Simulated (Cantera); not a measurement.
An isothermal, constant-pressure homogeneous reactor starts with CH₄ : H₂ = 1 : 2 (molar parts), at 1648 K and 0.0267 bar. Integrator tolerance rtol = 1e-08.

Cantera simulation using GRI-Mech 3.0 (53 species, 325 reactions); the numbers are that mechanism's predictions, not measurements. GRI-Mech 3.0 stops at C3 and has no aromatics, soot or wall deposition, so with more carbon than oxygen in the feed, carbon stays in small species such as C2H2 where larger ones or solid carbon would form. Radical loss at walls, strong at low pressure, is not modelled.

Question: What does this change do: H2 2 to 0.42 parts?

Answer: 
```csv
quantity,before,after
x(CH₄) at 2.00 s,0.0241 (gas-phase equilibrium 0.00152),0.0231 (gas-phase equilibrium 0.00169)
x(H₂) at 2.00 s,0.859 (gas-phase equilibrium 0.874),0.776 (gas-phase equilibrium 0.792)
x(C₂H₂) at 2.00 s,0.116 (gas-phase equilibrium 0.124),0.199 (gas-phase equilibrium 0.206)
x(CH₃) at 2.00 s,0.000256 (gas-phase equilibrium 1.82e-5),0.000260 (gas-phase equilibrium 2.12e-5)
x(C₂H) at 2.00 s,2.62e-7 (gas-phase equilibrium 3.15e-7),4.79e-7 (gas-phase equilibrium 5.49e-7)
x(CH₂) at 2.00 s,1.20e-7 (gas-phase equilibrium 1.05e-8),1.28e-7 (gas-phase equilibrium 1.28e-8)
```

Question: What does this change do: pressure from 0.0267 bar to 0.0750 bar?

Answer: 
| quantity | before | after |
|---|---|---|
| x(CH₄) at 2.00 s | 0.0241 (gas-phase equilibrium 0.00152) | 0.0170 (gas-phase equilibrium 0.00425) |
| x(H₂) at 2.00 s | 0.859 (gas-phase equilibrium 0.874) | 0.864 (gas-phase equilibrium 0.872) |
| x(C₂H₂) at 2.00 s | 0.116 (gas-phase equilibrium 0.124) | 0.118 (gas-phase equilibrium 0.123) |
| x(CH₃) at 2.00 s | 0.000256 (gas-phase equilibrium 1.82e-5) | 0.000116 (gas-phase equilibrium 3.03e-5) |
| x(C₂H) at 2.00 s | 2.62e-7 (gas-phase equilibrium 3.15e-7) | 1.71e-7 (gas-phase equilibrium 1.86e-7) |
| x(CH₂) at 2.00 s | 1.20e-7 (gas-phase equilibrium 1.05e-8) | 3.68e-8 (gas-phase equilibrium 1.04e-8) |
